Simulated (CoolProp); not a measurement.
CHF3 (R23) along the isobar 60.7 bar: Z from the reference equation and from simpler models built on Tc = 299.3 K, pc = 48.32 bar, ω = 0.263; each cubic takes its own stable root.

The numbers come from the reference Helmholtz-energy equation of state, Penoncello 2003 in CoolProp.

| T (K) | phase | reference | van der Waals | Redlich-Kwong | Soave-Redlich-Kwong | Peng-Robinson |
|---|---|---|---|---|---|---|
| 187.3 | liquid | 0.1851 | 0.3222 | 0.2223 | 0.2158 | 0.1915 |
| 204.9 | liquid | 0.1770 | 0.3057 | 0.2132 | 0.2061 | 0.1826 |
| 222.5 | liquid | 0.1714 | 0.2938 | 0.2077 | 0.2001 | 0.1771 |
| 240 | liquid | 0.1683 | 0.2863 | 0.2058 | 0.1979 | 0.1750 |
| 257.6 | liquid | 0.1682 | 0.2833 | 0.2085 | 0.2004 | 0.1774 |
| 275.2 | liquid | 0.1728 | 0.2867 | 0.2181 | 0.2106 | 0.1870 |
| 292.8 | liquid | 0.1881 | 0.3016 | 0.2430 | 0.2387 | 0.2139 |
| 310.3 | supercritical | 0.3328 | 0.3554 | 0.3501 | 0.3937 | 0.3690 |
| 327.9 | supercritical | 0.5850 | 0.5491 | 0.5750 | 0.6183 | 0.5873 |
| 345.5 | supercritical | 0.6886 | 0.6549 | 0.6747 | 0.7180 | 0.6872 |
| 363.1 | supercritical | 0.7548 | 0.7186 | 0.7382 | 0.7827 | 0.7528 |
